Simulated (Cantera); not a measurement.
Input (Python, Cantera) and output of one run.

```python
import numpy as np
import cantera as ct

gas_names = """
    H HO2 H2 H2O H2O2 O OH O2 O3 Si SiH SiH2 SiH3 SiH4 SiO SiO2 Si2 Si3
""".split()
cond_names = """
    H2O(s) H2O(L) Si(cr) Si(L) SiO2(Lqz) SiO2(hqz) SiO2(L)
""".split()


# ... load() reads the species with a 1 bar reference pressure and builds the phases ...
atoms = {
    'SiH4': {'Si': 1, 'H': 4},
    'O2': {'O': 2},
    'H2O': {'H': 2, 'O': 1},
}
top_T = {}  # K; cautious upper limits of use, not melting points


# ... equilibrate(T, P, feed) seeds the gas with the atoms and calls Mixture.equilibrate('TP', solver="vcs", rtol=1e-11, max_steps=5000) ...
results = []
T = 1723.15  # K
P = 67  # Pa
for m in [0.17, 0.21, 0.25, 0.3, 0.37, 0.45, 0.55, 0.67, 0.82, 1, 1.2, 1.5]:
    feed = {'SiH4': 1, 'O2': m, 'H2O': 0.72}  # mol
    mix = equilibrate(T, P, feed)
    results.append((T, P, feed, dict(zip(mix.species_names, mix.species_moles))))

top = {s: max(r[3][s] / sum(r[3][g] for g in gas_names) for r in results) for s in gas_names}
cols = sorted((s for s in top if top[s] > 0.0001), key=lambda s: -top[s])[:7]
seen = [c for c in cond_names if any(r[3].get(c, 0) > 1e-12 for r in results)]
print("log10 of partial pressures in bar; condensed amounts in mol")
print(f"{'n(O2)':>10s}" + "".join(f"{s[:9]:>10s}" for s in cols + seen))
for T, P, feed, n in results:
    ng = sum(n[g] for g in gas_names)
    print(f"{feed['O2']:10.4g}" + "".join(f"{np.log10(max(n[s] / ng * P / 1e5, 1e-99)):10.3f}" for s in cols)
          + "".join(f"{n.get(c, 0):10.4g}" for c in seen))
```

It prints:

```
log10 of partial pressures in bar; condensed amounts in mol
     n(O2)        H2       H2O       SiO         H        OH   SiO2(L)
      0.17    -3.308    -5.885    -3.763    -5.392    -9.231   0.05284
      0.21    -3.298    -5.847    -3.792    -5.388    -9.198    0.1324
      0.25    -3.289    -5.806    -3.824    -5.383    -9.161    0.2118
       0.3    -3.277    -5.748    -3.870    -5.377    -9.109    0.3109
      0.37    -3.259    -5.651    -3.949    -5.368    -9.021     0.449
      0.45    -3.238    -5.506    -4.073    -5.358    -8.886    0.6054
      0.55    -3.213    -5.226    -4.328    -5.345    -8.619    0.7939
      0.67    -3.202    -4.591    -4.951    -5.339    -7.989    0.9537
      0.82    -3.243    -4.042    -5.542    -5.360    -7.420    0.9882
         1    -3.312    -3.750    -5.903    -5.395    -7.094    0.9949
       1.2    -3.409    -3.560    -6.189    -5.443    -6.855    0.9974
       1.5    -3.612    -3.374    -6.579    -5.545    -6.567    0.9989
```

Cantera equilibrium calculation (NASA polynomials, part measured and part estimated; ideal gas, pure solids and liquids). The tables hold silica as quartz up to 1696 K and as liquid above; real silica turns to tridymite and cristobalite and melts near 1996 K.
